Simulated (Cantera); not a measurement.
Equilibrium for roasting and sulfation: FeS2 + SO3 + O2

Charge: 1 mol FeS2, 1 mol SO3, a varied amount of O2, equilibrated at 723.15 K and 1100000 Pa.

These are equilibrium values from Cantera (NASA tables, ideal gas, pure condensed phases), not measurements of a reactor. Candidate condensed phases: Fe, FeO, FeS, FeSO4, FeS2, Fe2O3, Fe2(SO4)3, Fe3O4, S; 12 gas species. Gases not in the tables: S3 to S7. The numbers say what is thermodynamically allowed, not how fast it happens.

From 0.25 mol O2 to 1.8 mol O2 the condensed part is FeSO4(s) + FeS2(s). At 2.6 mol O2 the condensed part is FeSO4(s) + Fe2(SO4)3(s). From 3.8 mol O2 to 5.6 mol O2 the condensed part is Fe2(SO4)3(s).

```
n(O2) (mol)  log p SO2  log p SO3  log p O2  log p S2O  log p S2  log p S8  n FeSO4(s)  n FeS2(s)  n Fe2(SO4)3(s)
-----------  ---------  ---------  --------  ---------  --------  --------  ----------  ---------  --------------
0.25              1.04      -6.66      <-10      -2.79     -2.87     -6.37       0.250      0.750               0
0.37              1.04      -6.66      <-10      -2.79     -2.87     -6.37       0.290      0.710               0
0.55              1.04      -6.66      <-10      -2.79     -2.87     -6.37       0.350      0.650               0
0.81              1.04      -6.66      <-10      -2.79     -2.87     -6.37       0.437      0.563               0
1.2               1.04      -6.66      <-10      -2.79     -2.87     -6.37       0.567      0.433               0
1.8               1.04      -6.66      <-10      -2.79     -2.87     -6.37       0.767      0.233               0
2.6               1.04      -2.61      <-10       <-10      <-10      <-10       0.800          0          0.0998
3.8              -1.00       1.02     -0.39       <-10      <-10      <-10           0          0           0.500
5.6              -1.92       0.69      0.78       <-10      <-10      <-10           0          0           0.500
```
log p: log10 of the partial pressure in bar; n: condensed amount in mol.
